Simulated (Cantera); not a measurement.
# Stirred combustor or abatement burner

A perfectly stirred reactor is fed with CH₄ : CO : O₂ : N₂ = 1 : 0.67 : 4.1 : 15.4 (molar parts), at 0.400 bar; it is adiabatic with a 425 K inlet, and is followed from long to short residence time, starting on the burning branch (τ in s: 0.11, 0.041, 0.015, 0.0055, 0.002, 0.00074, 0.00027, 9.9e-05, 3.6e-05).

Cantera simulation using GRI-Mech 3.0 (53 species, 325 reactions); the numbers are that mechanism's predictions, not measurements.

| τ (s) | T (K) | x CH₄ | x CO | x O₂ | x HO₂ | x C₂H₄ | x C₂H₂ |
|---|---|---|---|---|---|---|---|
| 0.11 | 1739 | 1.05e-5 | 0.00111 | 0.0846 | 1.79e-6 | 4.22e-10 | 1.22e-10 |
| 0.041 | 1724 | 1.94e-5 | 0.00204 | 0.0848 | 3.07e-6 | 8.12e-10 | 1.82e-10 |
| 0.015 | 1697 | 3.71e-5 | 0.00371 | 0.0852 | 5.19e-6 | 1.61e-9 | 2.80e-10 |
| 0.0055 | 1655 | 7.46e-5 | 0.00650 | 0.0862 | 8.36e-6 | 3.68e-9 | 4.96e-10 |
| 0.0020 | 1589 | 0.000170 | 0.0113 | 0.0884 | 1.31e-5 | 1.16e-8 | 1.20e-9 |
| 0.00074 | 1488 | 0.000501 | 0.0208 | 0.0939 | 2.19e-5 | 6.74e-8 | 5.21e-9 |
| 0.00027 | 425 | 0.0472 | 0.0316 | 0.194 | <1e-12 | <1e-12 | <1e-12 |
| 9.9e-5 | 425 | 0.0472 | 0.0316 | 0.194 | <1e-12 | <1e-12 | <1e-12 |
| 3.6e-5 | 425 | 0.0472 | 0.0316 | 0.194 | <1e-12 | <1e-12 | <1e-12 |
x: mole fraction; the columns are a selection and need not sum to one.
